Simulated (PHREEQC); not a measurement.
Make-up at 25 °C: 0.11 mol K2CO3 per kg of water. Closed to the air; pH follows from the charge balance.

Computed with PHREEQC (ion-association model, wateq4f.dat).

Each row changes one thing in this solution. Precipitation was switched off in this run.

```json
[
 {"case": "as made", "pH": "11.37", "ionic strength (mol/kgw)": "0.327", "CO3-2 (mol/kgw)": "0.106", "HCO3- (mol/kgw)": "0.00353", "CO2 (mol/kgw)": "2.24e-8"},
 {"case": "temperature from 25 to 70 °C", "pH": "10.64", "ionic strength (mol/kgw)": "0.320", "CO3-2 (mol/kgw)": "0.0996", "HCO3- (mol/kgw)": "0.0104", "CO2 (mol/kgw)": "3.15e-7"},
 {"case": "K2CO3 from 0.11 to 0.011 mol/kgw", "pH": "11.02", "ionic strength (mol/kgw)": "0.0318", "CO3-2 (mol/kgw)": "0.00976", "HCO3- (mol/kgw)": "0.00124", "CO2 (mol/kgw)": "2.27e-8"},
 {"case": "temperature from 25 to 90 °C", "pH": "10.43", "ionic strength (mol/kgw)": "0.314", "CO3-2 (mol/kgw)": "0.0944", "HCO3- (mol/kgw)": "0.0156", "CO2 (mol/kgw)": "8.94e-7"}
]
```

Complexes and solids missing from the database can't appear. Constants without temperature data keep their 25 °C values here.
